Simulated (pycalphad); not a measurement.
CALPHAD calculation (pycalphad, COST 507 light-alloy database (1999)), 1 atm. The data set is of 1999 and partly superseded. Diffusion is slow at the low end, where real alloys seldom reach equilibrium.

Molar enthalpy of Cu-63.3Si (at.%) in equilibrium (SER reference):

```tsv
T (K)	H (kJ/mol)	phases
2350	86.40	LIQUID
2200	82.09	LIQUID
2050	77.78	LIQUID
1900	73.47	LIQUID
1750	69.16	LIQUID
1600	64.84	LIQUID
1525	62.68	LIQUID
1450	60.51	LIQUID
1300	39.04	LIQUID + DIAMOND_A4
1150	28.94	LIQUID + DIAMOND_A4
1000	18.78	DIAMOND_A4 + CU19SI6_ETA
925	16.76	DIAMOND_A4 + CU19SI6_ETA
850	14.76	DIAMOND_A4 + CU19SI6_ETA
700	10.85	DIAMOND_A4 + CU19SI6_ETA
550	7.06	DIAMOND_A4 + CU19SI6_ETA
```

Cooling from 1450 K to 1000 K, across the freezing range, releases 41.7 kJ/mol, or 1020 J/g. The slope is 29 J/(mol K) in the liquid and 27 J/(mol K) just below the solidus, where it includes any heat of precipitation. Liquidus 1445 K, solidus 1074 K. Changes were sought between steps of 75 K, so a narrower field can be missed.

Database names, with the compositions (at.%) that they take in these runs: CU19SI6_ETA: Cu 76 Si 24. DIAMOND_A4 is diamond (Si).
